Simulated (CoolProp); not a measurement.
A closed Brayton cycle with carbon dioxide: compressor inlet 325.15 K and 7.9 MPa, high pressure 19.9 MPa, turbine inlet 680 K, compressor efficiency 0.85, turbine efficiency 0.85, recuperator effectiveness 0.9 (on enthalpy, no pinch check). Each further row changes one setting.

Model: reference Helmholtz-energy equation of state, Span 1996, in CoolProp.

```json
[
 {"case": "as stated", "thermal efficiency (%)": "23.9", "net work (kJ/kg)": "43.3", "compressor to turbine work": "0.53", "compressor exit (K)": "404.4", "turbine exit (K)": "585.9"},
 {"case": "turbine inlet 630 K", "thermal efficiency (%)": "[?]", "net work (kJ/kg)": "34.9", "compressor to turbine work": "[?]", "compressor exit (K)": "404.4", "turbine exit (K)": "[?]"},
 {"case": "compressor inlet 335.15 K", "thermal efficiency (%)": "22.0", "net work (kJ/kg)": "[?]", "compressor to turbine work": "0.59", "compressor exit (K)": "[?]", "turbine exit (K)": "585.9"},
 {"case": "high pressure 16.9 MPa", "thermal efficiency (%)": "[?]", "net work (kJ/kg)": "38.3", "compressor to turbine work": "0.50", "compressor exit (K)": "[?]", "turbine exit (K)": "602.3"},
 {"case": "recuperator effectiveness 0.5", "thermal efficiency (%)": "[?]", "net work (kJ/kg)": "43.3", "compressor to turbine work": "0.53", "compressor exit (K)": "404.4", "turbine exit (K)": "585.9"}
]
```

Q: Fill in the missing entries.

A: 
- turbine inlet 630 K, thermal efficiency (%): 20.8
- turbine inlet 630 K, compressor to turbine work: 0.58
- turbine inlet 630 K, turbine exit (K): 539.2
- compressor inlet 335.15 K, net work (kJ/kg): 37.8
- compressor inlet 335.15 K, compressor exit (K): 419.2
- high pressure 16.9 MPa, thermal efficiency (%): 23.6
- high pressure 16.9 MPa, compressor exit (K): 389.9
- recuperator effectiveness 0.5, thermal efficiency (%): 16.4
